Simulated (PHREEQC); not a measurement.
**Polishing slurry liquid**

A solution holds 1.4 mmol/kgw K2CO3 and 0.038 mmol/kgw Fe(NO3)3, at 25 °C. Closed to the air; pH follows from the charge balance.

The numbers come from PHREEQC with the ion-association model, wateq4f.dat.

No solid was allowed to form.

What pH does the model give?

pH 10.51.

In which forms is Fe present?

Fe(OH)4- 97 %, Fe(OH)3 3.1 % of the Fe.

The solution is supersaturated, for example in Fe(OH)3(a), Hematite (slow to form), so a real one may precipitate; this is no full list. Species that the database lacks are ignored.
